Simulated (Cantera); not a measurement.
A perfectly stirred reactor is fed with NH₃ : N₂ = 1 : 11 (molar parts), at 0.133 bar; it is held at 2048 K, and followed from long to short residence time.

Computed with Cantera and the gas-phase N/H chemistry of the illustrative SiF4/NH3 mechanism in the Surface Chemkin manual (1991). Walls and surfaces, which speed up NH3 decomposition in real reactors, are not modelled.

Problem. What does this change do: N2 11 to 2.2 parts?

Solution. 
```
quantity                  before     after
----------------------  --------  --------
x(NH₃) at τ = 4.30 s     0.00285   0.00959
x(NH₂) at τ = 4.30 s     3.32e-5   7.49e-5
x(N₂) at τ = 4.30 s        0.886     0.644
x(N₂H₄) at τ = 4.30 s   4.65e-11  2.36e-10
x(H) at τ = 4.30 s      0.000439  0.000913
x(NH₃) at τ = 37.0 ms     0.0652     0.243
x(NH₂) at τ = 37.0 ms   0.000346  0.000729
x(N₂) at τ = 37.0 ms       0.910     0.677
x(N₂H₄) at τ = 37.0 ms   5.06e-9   2.24e-8
x(H) at τ = 37.0 ms      4.62e-5   8.14e-5
```
